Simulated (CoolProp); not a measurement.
Computed with CoolProp (reference Helmholtz-energy equation of state, Thol 2012).

### Question
Give the vapour pressure (MPa), liquid cp (kJ/(kg K)), vapour Z, surface tension (mN/m) of saturated benzene at 181.15, 185.25, 193.65 °C.

### Answer
| T (°C) | p (MPa) | liquid cp (kJ/(kg K)) | vapour Z | surface tension (mN/m) |
|---|---|---|---|---|
| 181.15 | 1.05 | 2.32 | 0.826 | 9.24 |
| 185.25 | 1.13 | 2.34 | 0.817 | 8.80 |
| 193.65 | 1.30 | 2.39 | 0.798 | 7.92 |

Surface tension comes from a separate correlation (Mulero 2012).
